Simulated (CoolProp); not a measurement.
Vapour-liquid equilibrium of toluene (1) + n-octane (2) at 249.05 °C; x and y are mole fractions of (1).

The numbers come from the multi-fluid Helmholtz-energy mixture model, Lemmon 2006 and Beckmüller 2019; pair parameters Bell 2016 in CoolProp.

Task: Give the bubble pressure and the first vapour's composition at x = 0.5, 0.65, 0.8. Is there an azeotrope?

Result: x = 0.5: 1.520 MPa, y = 0.542; x = 0.65: 1.573 MPa, y = 0.680; x = 0.8: 1.615 MPa, y = 0.815. No azeotrope shows between x = 0.05 and 0.95.

The pair parameters rest on a limited set of measurements; away from them the model extrapolates.
